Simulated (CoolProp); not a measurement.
A single-stage vapour-compression cycle with carbonyl sulfide: evaporating at 284.15 K (dew point), condensing at 304.15 K (bubble point), superheat 0 K, subcooling 5 K, compressor efficiency 0.65, no pressure losses. Each further row changes one setting.

Values from CoolProp's reference Helmholtz-energy equation of state, Lemmon 2006. It is a short technical equation, of lower accuracy than the large ones.

```
case                              cooling COP  pressure ratio  discharge temperature (K)  refrigerating effect (kJ/kg)  volumetric capacity (kJ/m³)
--------------------------------  -----------  --------------  -------------------------  ----------------------------  ---------------------------
as stated                          (withheld)            1.67                      329.1                           240                         6220
evaporating temperature 289.15 K   (withheld)            1.46                 (withheld)                           241                         7140
condensing temperature 299.15 K    (withheld)            1.48                 (withheld)                           246                         6400
subcooling 10 K                          8.77            1.67                      329.1                           246                         6400
superheat 10 K                     (withheld)            1.67                      340.5                           248                         6110
compressor efficiency 0.55         (withheld)            1.67                      335.0                           240                         6220
```

### Question
Fill in the missing entries.

### Answer

- as stated, cooling COP: 8.53
- evaporating temperature 289.15 K, cooling COP: 11.8
- evaporating temperature 289.15 K, discharge temperature (K): 322.3
- condensing temperature 299.15 K, cooling COP: 11.6
- condensing temperature 299.15 K, discharge temperature (K): 318.1
- superheat 10 K, cooling COP: 8.38
- compressor efficiency 0.55, cooling COP: 7.22
